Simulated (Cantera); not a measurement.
**Equilibrium for sublimation and decomposition of ceramics: Si3N4 + N2 + CO2**

Charge: 1 mol Si3N4, 9.9 mol N2, 0.5 mol CO2, at 10.0 mbar.

Cantera equilibrium calculation (NASA polynomials, part measured and part estimated; ideal gas, pure solids and liquids). Candidate condensed phases: C, Si, SiC, SiO2, Si2N2O, Si3N4; 34 gas species. Mutual solubility and eutectic melting of coexisting phases are not modelled. The tables' values for SiN are old estimates; treat these amounts as uncertain. Kinetics and transport are ignored.

```tsv
T (K)	log p N2	log p Si	log p SiO	log p CO	log p Si2C	log p Si2	log p SiN	log p Si2N	n SiC(s)	n Si2N2O(s)	n Si3N4(s)	n Si(l)
1750	-2.01	-6.10	-3.97	-4.54	-8.19	-8.66	-7.39	-7.44	0.469	0.856	0.235	0
1850	-2.04	-5.19	-3.17	-4.02	-7.05	-7.35	-6.62	-6.44	0.376	0	0	1.74
1950	-2.04	-4.62	-3.21	-3.81	-6.28	-6.66	-6.17	-6.03	0.300	0	0	1.86
2050	-2.04	-4.11	-3.26	-3.65	-5.58	-6.05	-5.77	-5.67	0.204	0	0	1.97
2150	-2.05	-3.65	-3.34	-3.52	-4.96	-5.49	-5.40	-5.34	0.0890	0	0	1.95
2250	-2.06	-3.23	-3.40	-3.49	-4.47	-4.98	-5.07	-5.05	0	0	0	1.47
2350	-2.11	-2.86	-3.41	-3.57	-4.25	-4.56	-4.81	-4.84	0	0	0	0
2450	-2.11	-2.82	-3.46	-3.51	-4.75	-4.76	-4.84	-5.21	0	0	0	0
2550	-2.11	-2.80	-3.48	-3.49	-5.34	-4.98	-4.89	-5.59	0	0	0	0
2650	-2.11	-2.80	-3.49	-3.49	-5.94	-5.21	-4.94	-5.97	0	0	0	0
```
log p: log10 of the partial pressure in bar; n: condensed amount in mol.

At 1750 K the condensed part is SiC(s) + Si2N2O(s) + Si3N4(s). From 1850 K to 2150 K the condensed part is Si(l) + SiC(s). At 2250 K the condensed part is Si(l). From 2350 K to 2650 K nothing is condensed. The main Si-bearing gas is SiO at 1750 K and Si at 2650 K.
